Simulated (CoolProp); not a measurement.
Vapour-liquid equilibrium of R22 (1) + R142b (2) at 275.4 K; x and y are mole fractions of (1).

The numbers come from the multi-fluid Helmholtz-energy mixture model, Kamei 1995 and Lemmon 2006; pair parameters Bell 2016 in CoolProp.

```json
[
 {"x": "0.05", "bubble pressure, mixture model (MPa)": "0.1747", "bubble pressure, Raoult's law (MPa)": "0.1761", "y, mixture model": "0.139", "y, Raoult's law": "0.152"},
 {"x": "0.125", "bubble pressure, mixture model (MPa)": "0.2004", "bubble pressure, Raoult's law (MPa)": "0.2045", "y, mixture model": "0.301", "y, Raoult's law": "0.327"},
 {"x": "0.2", "bubble pressure, mixture model (MPa)": "0.2257", "bubble pressure, Raoult's law (MPa)": "0.2329", "y, mixture model": "0.427", "y, Raoult's law": "0.460"},
 {"x": "0.275", "bubble pressure, mixture model (MPa)": "0.2512", "bubble pressure, Raoult's law (MPa)": "0.2612", "y, mixture model": "0.528", "y, Raoult's law": "0.564"},
 {"x": "0.35", "bubble pressure, mixture model (MPa)": "0.2770", "bubble pressure, Raoult's law (MPa)": "0.2896", "y, mixture model": "0.612", "y, Raoult's law": "0.647"},
 {"x": "0.425", "bubble pressure, mixture model (MPa)": "0.3035", "bubble pressure, Raoult's law (MPa)": "0.3180", "y, mixture model": "0.684", "y, Raoult's law": "0.716"},
 {"x": "0.5", "bubble pressure, mixture model (MPa)": "0.3308", "bubble pressure, Raoult's law (MPa)": "0.3463", "y, mixture model": "0.747", "y, Raoult's law": "0.773"},
 {"x": "0.575", "bubble pressure, mixture model (MPa)": "0.3590", "bubble pressure, Raoult's law (MPa)": "0.3747", "y, mixture model": "0.801", "y, Raoult's law": "0.822"},
 {"x": "0.65", "bubble pressure, mixture model (MPa)": "0.3883", "bubble pressure, Raoult's law (MPa)": "0.4031", "y, mixture model": "0.848", "y, Raoult's law": "0.863"},
 {"x": "0.725", "bubble pressure, mixture model (MPa)": "0.4186", "bubble pressure, Raoult's law (MPa)": "0.4314", "y, mixture model": "0.890", "y, Raoult's law": "0.900"},
 {"x": "0.8", "bubble pressure, mixture model (MPa)": "0.4497", "bubble pressure, Raoult's law (MPa)": "0.4598", "y, mixture model": "0.926", "y, Raoult's law": "0.932"},
 {"x": "0.875", "bubble pressure, mixture model (MPa)": "0.4816", "bubble pressure, Raoult's law (MPa)": "0.4882", "y, mixture model": "0.957", "y, Raoult's law": "0.960"},
 {"x": "0.95", "bubble pressure, mixture model (MPa)": "0.5139", "bubble pressure, Raoult's law (MPa)": "0.5166", "y, mixture model": "0.984", "y, Raoult's law": "0.985"}
]
```

The largest gap from Raoult's law is -4.6 % in bubble pressure, at x = 0.425. No azeotrope shows between x = 0.05 and 0.95.

Pair parameters are fitted to limited data, so mixtures are less certain than the pure fluids.
